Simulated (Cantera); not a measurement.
## Counterflow diffusion flame

A counterflow diffusion flame at 1.00 bar, nozzles 20 mm apart: fuel side CH4 = 1 (molar parts) at 425 K, oxidiser side O2 : N2 = 0.18 : 0.82 (molar parts) at 775 K, fuel mass flux 1.1 times the oxidiser's; mixture-averaged transport, no radiation.

Detailed kinetics in Cantera: GRI-Mech 3.0 (53 species, 325 reactions). GRI-Mech 3.0 has no aromatics or soot, which form on the fuel side of real flames. The maximum strain rate includes the flame's own expansion and is several times the mean.

```
oxidiser flux (kg/m²/s)  max strain (1/s)  mean strain (1/s)  T max (K)  peak x OH  peak x H  peak x NO  peak x CO  peak x C2H2
-----------------------  ----------------  -----------------  ---------  ---------  --------  ---------  ---------  -----------
0.25                                  232               58.3       2113    0.00765   0.00438   0.000273     0.0498       0.0131
0.31                                  283               72.3       2104    0.00761   0.00450   0.000257     0.0493       0.0124
0.38                                  342               88.6       2096    0.00758   0.00461   0.000242     0.0490       0.0119
0.48                                  425                112       2087    0.00755   0.00476   0.000223     0.0488       0.0114
0.59                                  515                138       2077    0.00748   0.00486   0.000205     0.0487       0.0109
0.73                                  629                170       2067    0.00738   0.00495   0.000185     0.0486       0.0103
0.91                                  773                212       2054    0.00724   0.00502   0.000163     0.0486      0.00970
1.1                                   924                257       2043    0.00710   0.00506   0.000144     0.0487      0.00916
1.4                                  1160                327       2026    0.00685   0.00506   0.000119     0.0488      0.00834
1.7                                  1400                397       2009    0.00658   0.00500    9.77e-5     0.0490      0.00757
```
x: mole fraction; the columns are a selection and need not sum to one.
